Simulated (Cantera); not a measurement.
A perfectly stirred reactor is fed with 28.5 % H2, 15.0 % O2, 56.5 % N2, equivalence ratio 0.95, at 0.510 bar; it is adiabatic with a 600 K inlet, and is followed from long to short residence time, starting on the burning branch (τ in s: 0.21, 0.089, 0.038, 0.016, 0.0067, 0.0028, 0.0012, 0.00051, 0.00021, 9e-05, 3.8e-05, 1.6e-05).

Cantera simulation using the H2/O2 subset of GRI-Mech 3.0, which has no nitrogen chemistry; the numbers are that mechanism's predictions, not measurements.

**Question.** Predict: blow-out, bracketed by the residence times tried; x(H2) at τ = 0.210 s; x(O2) at τ = 0.210 s; x(OH) at τ = 0.210 s; x(H) at τ = 0.210 s; x(H2O) at τ = 0.210 s; x(H2) at τ = 1.20 ms; x(O2) at τ = 1.20 ms; x(OH) at τ = 1.20 ms; x(H) at τ = 1.20 ms; x(H2O) at τ = 1.20 ms.

**Answer.** blow-out, bracketed by the residence times tried: burning at 38.0 µs, out at 16.0 µs
x(H2) at τ = 0.210 s: 0.0188
x(O2) at τ = 0.210 s: 0.0144
x(OH) at τ = 0.210 s: 0.0141
x(H) at τ = 0.210 s: 0.00445
x(H2O) at τ = 0.210 s: 0.299
x(H2) at τ = 1.20 ms: 0.0382
x(O2) at τ = 1.20 ms: 0.0242
x(OH) at τ = 1.20 ms: 0.0191
x(H) at τ = 1.20 ms: 0.0226
x(H2O) at τ = 1.20 ms: 0.259
